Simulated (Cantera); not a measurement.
A closed system holds: 1 mol Cu, 1 mol F2, 37 mol N2, at 1323 K and 17.0 mbar.

Method: chemical equilibrium by Gibbs-energy minimisation in Cantera with the NASA 1993 tables (ideal gas, pure condensed phases). Candidate condensed phases: Cu, CuF2; 11 gas species. The numbers say what is thermodynamically allowed, not how fast it happens.

Base state: N2 0.973, CuF2 0.0258, CuF 0.000474, F 0.000474 (mole fractions); condensed: gas only.

Question: What changes in the equilibrium state with this change: temperature from 1323 K to 825 K?

Answer: 
```csv
species,before,after
N2,0.973,1.000
CuF2,0.0258,1.03e-6
CuF,0.000474,<1e-9
F,0.000474,<1e-9
"CuF2(s), mol",0,1.000
```

Question: What changes in the equilibrium state with this change: pressure from 17.0 mbar to 52.0 Pa?

Answer: 
| species | before | after |
|---|---|---|
| N2 | 0.973 | 0.971 |
| CuF2 | 0.0258 | 0.0237 |
| F | 0.000474 | 0.00259 |
| CuF | 0.000474 | 0.00259 |

Question: What changes in the equilibrium state with this change: temperature from 1323 K to 1425 K?

Answer: 
```json
[
 {"species": "N2", "before": "0.973", "after": "0.972"},
 {"species": "CuF2", "before": "0.0258", "after": "0.0249"},
 {"species": "CuF", "before": "0.000474", "after": "0.00139"},
 {"species": "F", "before": "0.000474", "after": "0.00139"}
]
```
